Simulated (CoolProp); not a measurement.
o-xylene at 298.15 K and 12.8 MPa is throttled through a valve to 5.18 MPa with no heat exchange. Each further row changes one setting.

Values from CoolProp's reference Helmholtz-energy equation of state, Zhou 2012.

| case | temperature change (K) | final density (kg/m³) |
|---|---|---|
| as stated | +3.6 | 877 |
| outlet pressure 1.55 MPa | +5.2 | 873 |
| outlet pressure 6.73 MPa | +2.8 | 878 |
